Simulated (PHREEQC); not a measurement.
Reverse-osmosis permeate (model solution)

Synthetic water in mg/kgw, 20 °C, pH 5.94, pe 8.6:

| constituent | mg/kgw |
|---|---|
| Na | 1.31 |
| K | 2.64 |
| Ca | 2.7 |
| Mg | 0.102 |
| Cl | 1.94 |
| S(6) as SO4 | 4.93 |
| Alkalinity as HCO3 | 6.07 |
| B | 0.063 |
| N(5) as NO3 | 0.00224 |
| Sr | 0.00511 |
| Pb | 0.0235 |
| Br | 0.0602 |
| Cd | 0.00494 |

Valence states are taken as typed.

All values are PHREEQC results (ion-association model, wateq4f.dat), not measurements.

This is a speciation only: nothing precipitates in the calculation.

Problem. What charge-balance error does the model give?

Solution. charge-balance error 2.0 %.

Problem. In which forms is Cd present?

Solution. Cd+2 98 %, CdSO4 1.2 % of the Cd.

Species that the database lacks are ignored.
